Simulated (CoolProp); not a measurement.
Computed with CoolProp (reference Helmholtz-energy equation of state, Lemmon 2006). It is a short technical equation, of lower accuracy than the large ones.

**Question.** For hydrogen sulfide, give the phase and the cv (kJ/(kg K)), Joule-Thomson coefficient (K/MPa), viscosity (µPa s) at 448.2 K and 0.101 MPa.

**Answer.** 
- 448.2 K and 0.101 MPa: gas; cv 0.823, Joule-Thomson coefficient 7.01, viscosity 18.3

Viscosity comes from a separate model (Quiñones-Cisneros 2012).
